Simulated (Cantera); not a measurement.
Feed: 1 mol SiC, 3 mol H2O, 57 mol N2, 0.032 mol O2, equilibrated at 1.40 bar.

Equilibrium computed with Cantera from the NASA thermochemical tables; the gas is ideal and each condensed phase is pure. Candidate condensed phases: C, C6H6, C7H8, C8H18, H2O, Si, SiC, SiO2, Si2N2O, Si3N4; 151 gas species. The tables hold silica as quartz up to 1696 K and as liquid above; real silica turns to tridymite and cristobalite and melts near 1996 K. Rates play no part. All values below are at 1327 °C.

Base state: N2 0.934, H2 0.0482, CO 0.0163, H2O 0.000944, CO2 0.000106, H 1.01e-5 (mole fractions); condensed: SiO2(β-quartz).

### Question
What changes in the equilibrium state with this change: O2 from 0.032 to 0.56 mol?

### Answer
```json
[
 {"species": "N2", "before": "0.934", "after": "0.934"},
 {"species": "H2", "before": "0.0482", "after": "0.0331"},
 {"species": "H2O", "before": "0.000944", "after": "0.0161"},
 {"species": "CO2", "before": "0.000106", "after": "0.00228"},
 {"species": "CO", "before": "0.0163", "after": "0.0141"},
 {"species": "H", "before": "1.01e-5", "after": "8.36e-6"},
 {"species": "SiO2(β-quartz), mol", "before": "1.000", "after": "1.000"}
]
```
Gases not in the tables: Si(OH)4.
